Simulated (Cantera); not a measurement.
An adiabatic, constant-pressure homogeneous reactor starts with CH₄ : O₂ : N₂ = 1 : 3.33 : 12.5 (molar parts), equivalence ratio 0.60, at 1300 K and 1200 Torr.

Computed with Cantera and GRI-Mech 3.0 (53 species, 325 reactions).

One state of this run: T (K) = 2429; x CH₄ = <1e-12; x O₂ = 0.0769; x C₂H₄ = <1e-12; x HCN = 2.43e-12; x C₂H₆ = <1e-12. x: mole fraction; the columns are a selection and need not sum to one.

Task: Which value of t (s) does it belong to?
(A) 0.0111
(B) 0.00368
(C) 0.000136
(D) 5.00e-6

Result: A, 0.0111
